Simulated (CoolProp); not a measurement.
Vapour-liquid equilibrium of propylene (1) + R22 (2) at 282.9 K; x and y are mole fractions of (1).

Model: multi-fluid Helmholtz-energy mixture model, Lemmon 2013 and Kamei 1995; pair parameters Bell 2016, in CoolProp.

```tsv
x	bubble pressure (kPa)	y at the bubble point	dew pressure at overall composition x (kPa)	liquid density (mol/L)
0.05	693.4	(withheld)	688.5	14.31
0.125	(withheld)	0.164	707.1	14.13
0.2	735.8	(withheld)	725.0	13.96
0.275	752.0	0.324	741.9	13.80
0.35	765.3	0.395	757.1	(withheld)
0.425	775.9	0.463	770.2	13.50
0.5	784.0	0.528	780.8	13.36
0.575	789.6	0.593	788.3	13.23
0.65	792.9	0.657	792.7	13.11
0.725	793.8	0.724	793.8	12.99
0.8	792.0	0.793	791.7	(withheld)
0.875	787.6	0.865	786.8	12.78
0.95	780.1	0.944	779.4	12.69
```

### Question
What belongs in the gaps?

### Answer

- 0.05, y at the bubble point: 0.070
- 0.125, bubble pressure (kPa): 716.4
- 0.2, y at the bubble point: 0.247
- 0.35, liquid density (mol/L): 13.65
- 0.8, liquid density (mol/L): 12.88

y crosses x between x = 0.65 and 0.725: the model has an azeotrope there.

The pair parameters rest on a limited set of measurements; away from them the model extrapolates.
